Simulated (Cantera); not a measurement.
Cantera run, input and output.

```python
import numpy as np
import cantera as ct

gas = ct.Solution("gri30.yaml")


def delay(T, t_max=10):
    gas.TPX = T, 101325, {'CH4': 1, 'CO': 0.041, 'O2': 2.77, 'N2': 10.4}
    reactor = ct.IdealGasReactor(gas, clone=False)
    net = ct.ReactorNet([reactor])
    net.rtol, net.atol = 1e-8, 1e-16
    while net.time < t_max:
        t_old, T_old = net.time, reactor.T
        net.step()
        if reactor.T > T + 400:  # ignition: a rise of 400 K
            return t_old + (T + 400 - T_old) / (reactor.T - T_old) * (net.time - t_old)
    return np.nan


taus = []
for T in [1125, 1200, 1275, 1350, 1425, 1500, 1575, 1650, 1725, 1800]:
    taus.append(delay(T))
    print(f"T0 = {T:6g} K   tau = {taus[-1]:.4e} s")
```

Output:

```
T0 =   1125 K   tau = 1.1693e-01 s
T0 =   1200 K   tau = 3.7621e-02 s
T0 =   1275 K   tau = 1.3251e-02 s
T0 =   1350 K   tau = 5.0923e-03 s
T0 =   1425 K   tau = 2.1405e-03 s
T0 =   1500 K   tau = 9.8916e-04 s
T0 =   1575 K   tau = 5.0214e-04 s
T0 =   1650 K   tau = 2.7705e-04 s
T0 =   1725 K   tau = 1.6365e-04 s
T0 =   1800 K   tau = 1.0212e-04 s
```

Detailed kinetics in Cantera: GRI-Mech 3.0 (53 species, 325 reactions).
